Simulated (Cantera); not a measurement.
Charge: 1 mol Nb2O5, 2.5 mol H2, equilibrated at 1675 K and 2030 Torr.

Cantera equilibrium calculation (NASA polynomials, part measured and part estimated; ideal gas, pure solids and liquids). Candidate condensed phases: H2O, Nb, NbO, NbO2, Nb2O5; 12 gas species. Mutual solubility and eutectic melting of coexisting phases are not modelled. Condensed phases not in the tables: the oxides between NbO2 and Nb2O5. The numbers say what is thermodynamically allowed, not how fast it happens.

Base state: H2 0.851, H2O 0.149, H 6.52e-5 (mole fractions); condensed: NbO2(s) + Nb2O5(s).

### Question
What changes in the equilibrium state with this change: Nb2O5 replaced by Ta2O5?

### Answer
| species | before | after |
|---|---|---|
| H2 | 0.851 | 1.000 |
| H2O | 0.149 | 0.000329 |
| H | 6.52e-5 | 7.06e-5 |
| NbO2(s), mol | 0.746 | 0 |
| Nb2O5(s), mol | 0.627 | 0 |
| Ta(s), mol | 0 | 0.000329 |
| Ta2O5(s), mol | 0 | 1.000 |
Condensed phases not in the tables: N, O or C dissolved in the metal. Further candidate phases: Ta, Ta2O5.
